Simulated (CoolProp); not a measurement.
Propylene along the isobar 20.3 MPa: Z from the reference equation and from simpler models built on Tc = 364.2 K, pc = 4.555 MPa, ω = 0.146; each cubic takes its own stable root.

Computed with CoolProp (reference Helmholtz-energy equation of state, Lemmon 2013).

| T (K) | phase | reference | van der Waals | Peng-Robinson |
|---|---|---|---|---|
| 358.4 | liquid | 0.6035 | 0.8263 | ___ |
| 366 | supercritical | ___ | ___ | ___ |
| 373.5 | supercritical | 0.6054 | 0.8133 | 0.5835 |
| 381 | supercritical | ___ | 0.8078 | ___ |
| 388.6 | supercritical | 0.6107 | ___ | 0.5940 |
| 396.1 | supercritical | 0.6147 | 0.7985 | 0.6007 |
| 403.6 | supercritical | 0.6196 | 0.7948 | 0.6082 |
| 411.1 | supercritical | 0.6254 | 0.7916 | ___ |

Fill in the missing entries.


- 358.4, Peng-Robinson: 0.5769
- 366, reference: 0.6041
- 366, van der Waals: 0.8194
- 366, Peng-Robinson: 0.5798
- 381, reference: 0.6076
- 381, Peng-Robinson: 0.5883
- 388.6, van der Waals: 0.8028
- 411.1, Peng-Robinson: 0.6167
